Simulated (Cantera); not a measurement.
Feed: 1 mol AlCl3, 1.1 mol H2O, 620 mol H2, at 84.0 mbar.

Cantera equilibrium calculation (NASA polynomials, part measured and part estimated; ideal gas, pure solids and liquids). Candidate condensed phases: Al, AlCl3, Al2O3, H2O; 29 gas species. The tables' values for AlCl2, AlOH are old estimates; treat these amounts as uncertain. Condensed phases not in the tables: AlOCl. Kinetics and transport are ignored.

x: gas mole fraction; n: condensed amount in mol.

```tsv
T (K)	x H2	x H	x HCl	x H2O	x AlCl	x AlCl3	x Al	n Al2O3(s)
825	0.996	2.73e-11	0.00353	___	3.18e-12	0.000428	<1e-12	0.367
925	0.996	8.97e-10	0.00353	___	6.94e-10	0.000428	<1e-12	0.367
1025	0.996	1.50e-8	0.00353	___	5.20e-8	0.000428	<1e-12	0.367
1125	0.996	1.53e-7	0.00354	___	1.76e-6	0.000423	<1e-12	0.367
1225	0.996	1.07e-6	0.00361	___	2.91e-5	0.000379	1.43e-11	0.367
1325	0.996	5.63e-6	0.00392	___	0.000169	0.000213	6.47e-10	0.367
1425	0.995	2.35e-5	0.00423	___	0.000329	5.69e-5	7.35e-9	0.367
1525	0.995	8.14e-5	0.00434	___	0.000394	1.12e-5	4.23e-8	0.366
1625	0.995	0.000243	0.00436	___	0.000421	2.38e-6	1.83e-7	0.364
1725	0.994	0.000639	0.00434	___	0.000456	6.09e-7	6.86e-7	0.355
1825	0.994	0.00151	0.00426	___	0.000533	1.93e-7	2.46e-6	0.331
1925	0.991	0.00328	0.00410	___	0.000690	7.42e-8	8.91e-6	0.278
2025	0.988	0.00660	0.00382	___	0.000951	3.21e-8	3.21e-5	0.183
2125	0.981	0.0124	0.00344	___	0.00131	1.43e-8	0.000109	0.0257
```

**Question.** Some entries are withheld; supply them.

**Answer.** 
- 825, x H2O: 1.61e-10
- 925, x H2O: 8.81e-10
- 1025, x H2O: 3.42e-9
- 1125, x H2O: 1.04e-8
- 1225, x H2O: 2.92e-8
- 1325, x H2O: 1.09e-7
- 1425, x H2O: 5.93e-7
- 1525, x H2O: 3.24e-6
- 1625, x H2O: 1.50e-5
- 1725, x H2O: 5.66e-5
- 1825, x H2O: 0.000172
- 1925, x H2O: 0.000420
- 2025, x H2O: 0.000861
- 2125, x H2O: 0.00157
